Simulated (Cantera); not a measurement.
A closed system holds: 1 mol Al(CH3)3, 8.1 mol N2, held at 1127 °C and 1.00 Torr.

These are equilibrium values from Cantera (NASA tables, ideal gas, pure condensed phases), not measurements of a reactor. Candidate condensed phases: Al, AlN, C, C6H6, C7H8, C8H18; 97 gas species. The feed counts by its element totals alone. Rates play no part.

**Question.** What is the equilibrium state?

**Answer.** 
| Item | Result |
|---|---|
| x(N2) | 0.628 |
| x(H2) | 0.372 |
| x(HCN) | 0.000240 |
| x(H) | 8.12e-5 |
| x(HNC) | 2.86e-6 |
| n(AlN(s)) | 1.000 mol |
| n(C(graphite)) | 3.00 mol |
| gas amount | 12.10 mol |
| log10 activity of Al(l) (absent) | -4.61 |
